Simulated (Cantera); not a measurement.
An isothermal, constant-pressure homogeneous reactor starts with N2O : H2O = 1 : 0.097 (molar parts), at 1573 K and 20.0 Torr.

Computed with Cantera and GRI-Mech 3.0 (53 species, 325 reactions). GRI-Mech 3.0 was tuned for natural gas; its chemistry of N2O as a main component is partial and can be far from experiment. Radical loss at walls, strong at low pressure, is not modelled. The temperature is held fixed by assumption; the heat of reaction is taken as removed at once.

x: mole fraction; the columns are a selection and need not sum to one.

```tsv
t (s)	x N2O	x H2O	x HO2	x NO	x H2	x O	x H
0.000100	0.911	0.0884	6.01e-7	4.97e-5	6.10e-9	0.000124	4.84e-8
0.000266	0.910	0.0883	6.48e-6	0.000210	1.72e-7	0.000158	2.82e-7
0.000709	0.907	0.0881	3.03e-5	0.000674	2.10e-6	0.000160	8.02e-7
0.00189	0.899	0.0877	3.94e-5	0.00190	8.19e-6	0.000163	1.21e-6
0.00503	0.879	0.0871	3.40e-5	0.00508	1.10e-5	0.000163	1.29e-6
0.0134	0.827	0.0855	2.60e-5	0.0129	8.41e-6	0.000160	1.30e-6
0.0356	?	0.0819	?	?	6.89e-6	0.000154	1.35e-6
0.0949	0.487	0.0752	6.96e-6	0.0643	6.86e-6	0.000145	1.57e-6
0.253	0.204	0.0666	1.91e-6	0.105	8.63e-6	0.000130	2.13e-6
0.673	0.0277	0.0613	2.77e-7	0.127	1.10e-5	0.000109	2.67e-6
1.79	0.000424	0.0606	1.10e-7	0.130	4.70e-6	4.20e-5	7.11e-7
4.77	3.54e-6	0.0606	1.14e-7	0.130	3.62e-6	3.23e-5	4.80e-7
12.7	3.46e-6	0.0606	1.14e-7	0.129	3.62e-6	3.23e-5	4.80e-7
33.8	3.41e-6	0.0606	1.14e-7	0.128	3.62e-6	3.23e-5	4.80e-7
90.0	3.29e-6	0.0606	1.14e-7	0.126	3.61e-6	3.24e-5	4.79e-7
```

Problem. Fill in the missing entries.

Solution. 
- 0.0356, x N2O: 0.709
- 0.0356, x HO2: 1.59e-5
- 0.0356, x NO: 0.0309
